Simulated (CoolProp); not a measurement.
Vapour-liquid equilibrium of R143a (1) + R134a (2) at -32.05 °C; x and y are mole fractions of (1).

Computed with CoolProp (multi-fluid Helmholtz-energy mixture model, Lemmon and Jacobsen 2000 and Tillner-Roth 1994; pair parameters Lemmon 2004).

```
x      bubble pressure, mixture model (bar)  bubble pressure, Raoult's law (bar)  y, mixture model  y, Raoult's law
-----  ------------------------------------  -----------------------------------  ----------------  ---------------
0.05                                    ___                               0.8254             0.116            0.120
0.125                                0.9135                               0.9163             0.262            0.270
0.2                                   1.003                                1.007             0.383            0.393
0.275                                 1.093                                1.098             0.484            0.495
0.35                                  1.184                                1.189             0.570            0.582
0.425                                 1.274                                1.280             0.645            0.657
0.5                                   1.365                                1.371             0.710            0.721
0.575                                   ___                                1.462             0.768            0.778
0.65                                    ___                                1.553             0.819            0.828
0.725                                 1.639                                1.644               ___            0.872
0.8                                   1.730                                1.735             0.906            0.912
0.875                                   ___                                1.826             0.944            0.948
0.95                                  1.915                                1.917             0.978            0.980
```

Problem. What belongs in the gaps?

Solution. 
- 0.05, bubble pressure, mixture model (bar): 0.8241
- 0.575, bubble pressure, mixture model (bar): 1.456
- 0.65, bubble pressure, mixture model (bar): 1.547
- 0.725, y, mixture model: 0.864
- 0.875, bubble pressure, mixture model (bar): 1.823

The largest gap from Raoult's law is -0.4 % in bubble pressure, at x = 0.35. No azeotrope shows between x = 0.05 and 0.95.

The pair parameters rest on a limited set of measurements; away from them the model extrapolates.
